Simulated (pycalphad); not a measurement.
Source of the numbers: pycalphad with the COST 507 light-alloy database (1999); pressure 1 atm. No gas phase is included, though pure Mg would boil below 1650 K. The database dates from 1999; later assessments differ in places, in temperatures and in the compounds included. Kinetics are ignored, which matters at the lower temperatures.

# Al-0.37Mg-2.32Si (at.%): equilibrium cooling sequence

| T (K) | phases above | phases below |
|---|---|---|
| 917.5 | liquid | fcc + liquid |
| 843.7 | fcc + liquid | diamond (Si) + fcc + liquid |
| 840.3 | diamond (Si) + fcc + liquid | diamond (Si) + fcc |
| 757.1 | diamond (Si) + fcc | diamond (Si) + fcc + MG2SI |

Changes were sought between steps of 40 K, so a narrower field can be missed.

Database names, with the compositions (at.%) that they take in these runs: MG2SI: Mg 67 Si 33.
